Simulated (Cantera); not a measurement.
# Ignition delay

Mixture: CH4 : O2 : N2 : CO2 = 1 : 4.88 : 18.3 : 2.1 (molar parts), equivalence ratio 0.41, at 7.01 atm, adiabatic and at constant volume. Ignition delay is the time to a rise of 400 K.

Detailed kinetics in Cantera: GRI-Mech 3.0 (53 species, 325 reactions).

```csv
T0 (K),delay (ms)
1300,1.51
1400,0.515
1500,0.197
1600,0.0839
1700,0.0395
1800,0.0204
```

- apparent activation energy between 1600 and 1800 K: 170 kJ/mol
